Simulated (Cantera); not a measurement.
Mixture: H2 : O2 : N2 = 1 : 0.714 : 4.14 (molar parts), equivalence ratio 0.70, at 750 Torr, adiabatic and at constant pressure. Ignition delay is the time to a rise of 400 K.

Model: GRI-Mech 3.0 (53 species, 325 reactions), integrated in Cantera. Where the delays flatten at high temperature, the 400 K rule measures the pace of heat release, not the induction time.

### Question
What does this change do: 0.085 parts H2O added?

### Answer
```json
[
 {"quantity": "delay at 1050 K", "before": "0.193 ms", "after": "0.211 ms"},
 {"quantity": "delay at 1200 K", "before": "68.7 µs", "after": "70.3 µs"},
 {"quantity": "delay at 1350 K", "before": "42.0 µs", "after": "42.4 µs"},
 {"quantity": "delay at 1500 K", "before": "35.0 µs", "after": "35.1 µs"},
 {"quantity": "delay at 1650 K", "before": "35.6 µs", "after": "35.5 µs"}
]
```

### Question
What does this change do: H2 1 to 1.8 parts?

### Answer
```tsv
quantity	before	after
delay at 1050 K	0.193 ms	0.191 ms
delay at 1200 K	68.7 µs	64.1 µs
delay at 1350 K	42.0 µs	36.2 µs
delay at 1500 K	35.0 µs	27.4 µs
delay at 1650 K	35.6 µs	25.6 µs
```
